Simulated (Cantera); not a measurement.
Standard-state values (1 bar) from the NASA 1993 polynomials, evaluated with Cantera. Values are per mole of reaction as written; species without (g) are pure solids or liquids, kept so even where they would boil at 1 bar.

P4(g) → 2 P2(g), with ΔH° = 228.4 kJ and ΔS° = 156.2 J/K at 300 K.

Q: How far is the shortcut ΔG° ≈ ΔH°(300 K) − T·ΔS°(300 K) from the full temperature-dependent value at 775, 875, 975, 1075, 1175, 1275 K?

A: 
| T (K) | shortcut (kJ) | full (kJ) | difference (kJ) | difference in log10 K |
|---|---|---|---|---|
| 775 | 107.3 | 108.8 | -1.5 | 0.10 |
| 875 | 91.7 | 93.8 | -2.1 | 0.13 |
| 975 | 76.1 | 78.9 | -2.9 | 0.15 |
| 1075 | 60.4 | 64.1 | -3.7 | 0.18 |
| 1175 | 44.8 | 49.4 | -4.6 | 0.20 |
| 1275 | 29.2 | 34.7 | -5.5 | 0.23 |
The shortcut ignores the heat-capacity change of the reaction.
